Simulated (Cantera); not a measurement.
A closed system holds: 1 mol SiH4, 0.4 mol N2, 0.84 mol NH3.

These are equilibrium values from Cantera (NASA tables, ideal gas, pure condensed phases), not measurements of a reactor. Candidate condensed phases: Si, Si3N4; 18 gas species. Mutual solubility and eutectic melting of coexisting phases are not modelled. Equilibrium is a limit: real reactors are often held back by kinetics, nucleation or transport.

**Question.** What condenses at these points (T in K, P in Pa): (1500, 2400); (1425, 8400); (1050, 8400); (1425, 210); (1950, 100000); (1650, 59); (1950, 5)?

**Answer.** 
```tsv
T (K)	P in Pa	condensed phases	Si condensed (%)
1500	2400	Si3N4	100.0
1425	8400	Si3N4	100.0
1050	8400	Si3N4	100.0
1425	210	Si3N4	100.0
1950	100000	Si + Si3N4	100.0
1650	59	Si	99.8
1950	5	gas only	0.0
```
